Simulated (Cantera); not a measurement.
Input (Python, Cantera):

```python
import numpy as np
import cantera as ct

gas = ct.Solution("gri30.yaml")
gas.TPX = 1348, 3700, {'H2': 0.12, 'O2': 1}
reactor = ct.IdealGasConstPressureReactor(gas, energy="off", clone=False)
net = ct.ReactorNet([reactor])
net.rtol, net.atol = 1e-08, 1e-18
show = ['H2', 'O2', 'H', 'H2O2', 'OH']
times = np.geomspace(1e-05, 20, 15)

steps = ct.SolutionArray(gas, extra=["t"])
rows = []
print(f"{'t/s':>10s}{'T/K':>9s}{'P/Pa':>11s}" + "".join(f"{s:>11s}" for s in show))
for t in times:
    while net.time < t:
        t_next = net.step()
        steps.append(gas.state, t=t_next)
    rows.append([np.interp(t, steps.t, y) for y in (steps.T, steps.P, *steps(*show).X.T)])
    print(f"{t:10.3e}{rows[-1][0]:9.1f}{rows[-1][1]:11.4g}" + "".join(f"{x:11.3e}" for x in rows[-1][2:]))
rate = np.gradient(steps.T, steps.t)
print("integrator steps:", len(steps.t))
if steps.T.max() > steps.T[0] + 200:
    print(f"time of steepest temperature rise: {steps.t[rate.argmax()]:.4e} s")
gas.TPX = 1348, 3700, {'H2': 0.12, 'O2': 1}
gas.equilibrate("TP")
print(f"equilibrium (TP): T = {gas.T:.1f} K  " + "  ".join(f"{s} {gas[s].X[0]:.3e}" for s in show))
```

Result:

```
       t/s      T/K       P/Pa         H2         O2          H       H2O2         OH
 1.000e-05   1348.0       3700  1.071e-01  8.929e-01  2.233e-08  1.127e-11  1.001e-08
 2.819e-05   1348.0       3700  1.071e-01  8.929e-01  7.661e-08  8.881e-11  6.069e-08
 7.946e-05   1348.0       3700  1.071e-01  8.929e-01  1.039e-06  6.938e-10  9.849e-07
 2.240e-04   1348.0       3700  1.038e-01  8.906e-01  1.016e-03  1.650e-08  9.638e-04
 6.314e-04   1348.0       3700  3.295e-03  8.185e-01  2.076e-02  3.646e-07  9.686e-03
 1.780e-03   1348.0       3700  2.584e-03  8.346e-01  1.397e-02  3.673e-07  8.668e-03
 5.017e-03   1348.0       3700  1.375e-03  8.604e-01  5.030e-03  3.407e-07  6.397e-03
 1.414e-02   1348.0       3700  3.591e-04  8.796e-01  6.400e-04  2.218e-07  3.293e-03
 3.986e-02   1348.0       3700  5.741e-05  8.853e-01  4.063e-05  9.492e-08  1.324e-03
 1.124e-01   1348.0       3700  9.327e-06  8.864e-01  2.686e-06  3.376e-08  5.371e-04
 3.168e-01   1348.0       3700  1.894e-06  8.866e-01  2.487e-07  1.161e-08  2.432e-04
 8.929e-01   1348.0       3700  4.839e-07  8.867e-01  3.243e-08  4.190e-09  1.234e-04
 2.517e+00   1348.0       3700  1.736e-07  8.868e-01  7.025e-09  1.979e-09  7.400e-05
 7.095e+00   1348.0       3700  1.252e-07  8.868e-01  4.319e-09  1.611e-09  6.285e-05
 2.000e+01   1348.0       3700  1.242e-07  8.868e-01  4.268e-09  1.603e-09  6.260e-05
integrator steps: 1790
equilibrium (TP): T = 1348.0 K  H2 1.242e-07  O2 8.868e-01  H 4.268e-09  H2O2 1.603e-09  OH 6.260e-05
```

Detailed kinetics in Cantera: GRI-Mech 3.0 (53 species, 325 reactions). Radical loss at walls, strong at low pressure, is not modelled. The temperature is held fixed by assumption; the heat of reaction is taken as removed at once.
